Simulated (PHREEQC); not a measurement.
0.49 g of hydrous ferric oxide (600 m²/g; 0.2 weak and 0.005 strong sites per Fe, Dzombak-Morel constants, diffuse double layer) in 1 kg of water with 0.005 mol/kgw of an inert sodium salt, at 25 °C; the pH is set by adding NaOH or the inert anion's acid. Oxygen alone is held at its pressure in air (log pO2 = -0.68). The system is closed to CO2. No solid was allowed to form.

Model: ion-association model, wateq4f.dat, run in PHREEQC.

Task: Predict surface charge σ (C/m²), surface potential ψ (mV) at pH = 7.75, 9.62.

Result: 
```csv
pH,surface charge σ (C/m²),surface potential ψ (mV)
7.75,0.003,20
9.62,-0.020,-83
```

Species that the database lacks are ignored.
